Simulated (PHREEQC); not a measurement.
Consider water at 25 °C with 1.2 mmol/kgw HF, 0.75 mmol/kgw NH4HF2 and 0.76 mmol/kgw H4SiO4. It is in equilibrium with CO2 at log p = -1 (atm). Otherwise closed; pH follows from the charge balance.

Model: ion-association model, phreeqc.dat, run in PHREEQC.

No solid was allowed to form.

Question: Predict the pH, ionic strength.

Answer: pH 3.25; ionic strength 0.00146 mol/kgw.

Question: In which forms is Si present?

Answer: H4SiO4 83 %, SiF6-2 17 % of the Si.

Examples of supersaturated solids here: Quartz (slow to form), Chalcedony (slow to form). Others may be too. Complexes and solids missing from the database can't appear. SiF6-2 is the database's only silicon fluoride.
